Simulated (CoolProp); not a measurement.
Vapour-liquid equilibrium of ethanol (1) + toluene (2) at 4.67 bar; x and y are mole fractions of (1).

Computed with CoolProp (multi-fluid Helmholtz-energy mixture model, Schroeder 2014 and Lemmon 2006; pair parameters Bell 2016).

Give the bubble temperature and the first vapour's composition at x = 0.05, 0.5, 0.65. Is there an azeotrope?

x = 0.05: 430.2 K, y = 0.315; x = 0.5: 400.0 K, y = 0.739; x = 0.65: 398.2 K, y = 0.783. No azeotrope shows between x = 0.05 and 0.95.

The pair parameters rest on a limited set of measurements; away from them the model extrapolates.
